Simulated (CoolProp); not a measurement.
Vapour-liquid equilibrium of R134a (1) + R1234ze(E) (2) at 38.25 °C; x and y are mole fractions of (1).

The numbers come from the multi-fluid Helmholtz-energy mixture model, Tillner-Roth 1994 and Thol 2016; pair parameters Bell 2022 in CoolProp.

```tsv
x	bubble pressure, mixture model (bar)	bubble pressure, Raoult's law (bar)	y, mixture model	y, Raoult's law
0.05	7.496	7.426	0.069	0.065
0.2	7.999	7.784	0.251	0.249
0.35	8.421	8.143	0.409	0.417
0.5	8.782	8.502	0.553	0.570
0.65	9.096	8.860	0.690	0.711
0.8	9.373	9.219	0.824	0.841
0.95	9.620	9.578	0.956	0.962
```

The largest gap from Raoult's law is +3.4 % in bubble pressure, at x = 0.35. No azeotrope shows between x = 0.05 and 0.95.

The pair parameters rest on a limited set of measurements; away from them the model extrapolates.
